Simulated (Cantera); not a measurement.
Input (Python, Cantera) and output of one run.

```python
import numpy as np
import cantera as ct

gas_names = """
    C CN CO CO2 C2 CCN CNC C2N2 C2O C3 C3O2 C4 C4N2 C5 N NCO NO NO2 NO3 N2 N2O O O2 O3 Si SiC SiC2 SiN
    SiO SiO2 Si2 Si2C Si2N Si3
""".split()
cond_names = """
    C(gr) Si(cr) Si(L) SiC(b) SiO2(Lqz) SiO2(hqz) SiO2(L) Si2N2O(s) Si3N4(a)
""".split()


# ... load() reads the species with a 1 bar reference pressure and builds the phases ...
atoms = {
    'Si': {'Si': 1},
    'CO2': {'C': 1, 'O': 2},
    'N2': {'N': 2},
}
top_T = {'C(gr)': 4500, 'SiC(b)': 3050, 'Si2N2O(s)': 2100, 'Si3N4(a)': 2400}  # K; cautious upper limits of use, not melting points


# ... equilibrate(T, P, feed) seeds the gas with the atoms and calls Mixture.equilibrate('TP', solver="vcs", rtol=1e-11, max_steps=5000) ...
results = []
feed = {'Si': 1, 'CO2': 0.12, 'N2': 250}  # mol
T = 2098  # K
P = 133.322  # Pa
mix = equilibrate(T, P, feed)
results.append((T, P, feed, dict(zip(mix.species_names, mix.species_moles))))
x = sorted(zip(gas.X, gas.species_names), reverse=True)
print(f"T = {T:g} K  P = {P:g} Pa  gas = {mix.phase_moles(0):.4g} mol")
print("   x: " + "  ".join(f"{s} {v:.3e}" for v, s in x if v > 1e-06))
print("   condensed (mol): " + ("  ".join(f"{mix.phase(i).name} {mix.phase_moles(i):.4g}"
      for i in range(1, mix.n_phases) if mix.phase_moles(i) > 1e-12) or "none"))
```

Result:

```
T = 2098 K  P = 133.322 Pa  gas = 251.1 mol
   x: N2 9.955e-01  Si 3.471e-03  SiO 4.785e-04  CO 4.772e-04  SiN 2.635e-05  Si2 1.596e-06  Si2N 1.123e-06
   condensed (mol): none
```

These are equilibrium values from Cantera (NASA tables, ideal gas, pure condensed phases), not measurements of a reactor. The tables' values for SiN are old estimates; treat these amounts as uncertain.
